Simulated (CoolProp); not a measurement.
Properties of cyclopentane along the isobar 63.1 bar.

Values from CoolProp's reference Helmholtz-energy equation of state, Gedanitz 2015.

```
T (°C)          phase           Z  cp (kJ/(kg K))  speed of sound (m/s)  expansivity (1/kK)  conductivity (mW/(m K))
------  -------------  ----------  --------------  --------------------  ------------------  -----------------------
132.85         liquid      0.2073           2.368                 756.3               1.923                     94.2
143.15         liquid      0.2063           2.429                 712.8               2.037                     91.3
153.35         liquid      0.2058           2.491                 669.7               2.170               (withheld)
163.65         liquid      0.2056           2.557                 626.1               2.328                     85.8
173.95         liquid      0.2060           2.627                 582.2               2.521                     83.2
184.25         liquid      0.2069           2.703                 537.7               2.762                     80.6
194.55         liquid      0.2085           2.789                 492.2               3.073                     78.2
204.85         liquid      0.2110           2.890                 445.3               3.497                     76.0
215.15         liquid      0.2147           3.018                 396.3               4.111               (withheld)
225.45         liquid      0.2204           3.195                 344.2               5.087                     71.8
235.65         liquid      0.2293           3.477                 288.5               6.848                     70.0
245.95  supercritical      0.2455           4.056                 227.0          (withheld)                     68.7
256.25  supercritical      0.2837           5.605                 165.9          (withheld)                     69.4
266.55  supercritical      0.3760      (withheld)                 143.6               28.95                     69.6
276.85  supercritical  (withheld)           4.568                 152.5               17.98                     66.6
```

Q: Complete the blanks.

A: 
- 153.35, conductivity (mW/(m K)): 88.5
- 215.15, conductivity (mW/(m K)): 73.8
- 245.95, expansivity (1/kK): 10.93
- 256.25, expansivity (1/kK): 23.23
- 266.55, cp (kJ/(kg K)): 6.050
- 276.85, Z: 0.4679

The peak of cp marks the crossing from liquid-like to gas-like fluid above the critical point.

Thermal conductivity comes from a separate model (Vassiliou 2015).
